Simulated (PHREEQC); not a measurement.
Consider water at 25 °C with 0.06 mol/kgw Sr(OH)2. Closed to the air; pH follows from the charge balance.

All values are PHREEQC results (ion-association model, phreeqc.dat), not measurements.

| Property | Value |
|---|---|
| pH | 12.90 |
| ionic strength | 0.161 mol/kgw |
| density | 1.006 g/cm³ |
| total alkalinity | 120 meq/kg |

```json
[
 {"species": "OH-", "molality": "0.111", "activity": "0.0801", "log γ": "-0.140"},
 {"species": "Sr+2", "molality": "0.0506", "activity": "0.0174", "log γ": "-0.464"},
 {"species": "SrOH+", "molality": "0.00938", "activity": "0.00706", "log γ": "-0.123"}
]
```

Precipitation was switched off in this run. Complexes and solids missing from the database can't appear.
